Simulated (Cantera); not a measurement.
Feed: 1 mol Si, 3.5 mol NF₃, equilibrated at 677 °C and 5.00 Pa.

Equilibrium computed with Cantera from the NASA thermochemical tables; the gas is ideal and each condensed phase is pure. Candidate condensed phases: Si, Si₃N₄; 16 gas species. Equilibrium is a limit: real reactors are often held back by kinetics, nucleation or transport.

Base state: F 0.694, N₂ 0.191, SiF₄ 0.109, F₂ 0.00708 (mole fractions); condensed: gas only.

Task: What changes in the equilibrium state with this change: temperature from 677 °C to 350 °C?

Result: 
```
species   before   after
-------  -------  ------
F₂       0.00708   0.477
N₂         0.191   0.278
SiF₄       0.109   0.173
F          0.694  0.0250
NF₃      1.20e-8  0.0478
```
